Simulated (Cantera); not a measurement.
A Cantera script and its output.

```python
import numpy as np
import cantera as ct

gas = ct.Solution("gri30.yaml")
gas.TPX = 1300, 101325, {'H2': 1, 'O2': 1.56, 'N2': 6.72}
reactor = ct.IdealGasConstPressureReactor(gas, energy="on", clone=False)
net = ct.ReactorNet([reactor])
net.rtol, net.atol = 1e-08, 1e-16
show = ['H2', 'O2', 'OH', 'H2O', 'NO', 'H']
times = np.geomspace(9e-06, 4, 14)

steps = ct.SolutionArray(gas, extra=["t"])
rows = []
print(f"{'t/s':>10s}{'T/K':>9s}{'P/Pa':>11s}" + "".join(f"{s:>11s}" for s in show))
for t in times:
    while net.time < t:
        t_next = net.step()
        steps.append(gas.state, t=t_next)
    rows.append([np.interp(t, steps.t, y) for y in (steps.T, steps.P, *steps(*show).X.T)])
    print(f"{t:10.3e}{rows[-1][0]:9.1f}{rows[-1][1]:11.4g}" + "".join(f"{x:11.3e}" for x in rows[-1][2:]))
rate = np.gradient(steps.T, steps.t)
print("integrator steps:", len(steps.t))
if steps.T.max() > steps.T[0] + 200:
    print(f"time of steepest temperature rise: {steps.t[rate.argmax()]:.4e} s")
gas.TPX = 1300, 101325, {'H2': 1, 'O2': 1.56, 'N2': 6.72}
gas.equilibrate("HP")
print(f"equilibrium (HP): T = {gas.T:.1f} K  " + "  ".join(f"{s} {gas[s].X[0]:.3e}" for s in show))
```

Output:

```
       t/s      T/K       P/Pa         H2         O2         OH        H2O         NO          H
 9.000e-06   1300.0  1.013e+05  1.078e-01  1.681e-01  1.329e-07  7.834e-07  1.770e-16  5.829e-07
 2.447e-05   1301.2  1.013e+05  1.063e-01  1.674e-01  1.626e-04  1.021e-03  1.119e-10  6.689e-04
 6.655e-05   1784.5  1.013e+05  5.701e-03  1.134e-01  1.080e-02  9.553e-02  1.542e-05  9.859e-03
 1.810e-04   1980.0  1.013e+05  1.753e-03  1.170e-01  7.816e-03  1.069e-01  2.522e-05  1.317e-03
 4.921e-04   2039.4  1.013e+05  4.019e-04  1.192e-01  4.044e-03  1.112e-01  3.118e-05  1.350e-04
 1.338e-03   2052.6  1.013e+05  1.510e-04  1.199e-01  2.532e-03  1.124e-01  3.581e-05  3.097e-05
 3.639e-03   2053.4  1.013e+05  1.388e-04  1.199e-01  2.431e-03  1.124e-01  4.399e-05  2.734e-05
 9.894e-03   2053.3  1.013e+05  1.387e-04  1.199e-01  2.431e-03  1.124e-01  6.595e-05  2.732e-05
 2.690e-02   2053.2  1.013e+05  1.386e-04  1.199e-01  2.429e-03  1.124e-01  1.254e-04  2.729e-05
 7.316e-02   2052.8  1.013e+05  1.383e-04  1.198e-01  2.425e-03  1.124e-01  2.856e-04  2.720e-05
 1.989e-01   2051.9  1.013e+05  1.375e-04  1.196e-01  2.413e-03  1.124e-01  7.084e-04  2.695e-05
 5.410e-01   2049.6  1.013e+05  1.355e-04  1.191e-01  2.385e-03  1.125e-01  1.755e-03  2.636e-05
 1.471e+00   2045.0  1.013e+05  1.317e-04  1.180e-01  2.329e-03  1.125e-01  3.819e-03  2.522e-05
 4.000e+00   2040.4  1.013e+05  1.280e-04  1.170e-01  2.276e-03  1.125e-01  5.856e-03  2.413e-05
integrator steps: 1256
time of steepest temperature rise: 3.5925e-05 s
equilibrium (HP): T = 2039.5 K  H2 1.273e-04  O2 1.168e-01  OH 2.265e-03  H2O 1.125e-01  NO 6.272e-03  H 2.391e-05
```

Computed with Cantera and GRI-Mech 3.0 (53 species, 325 reactions).
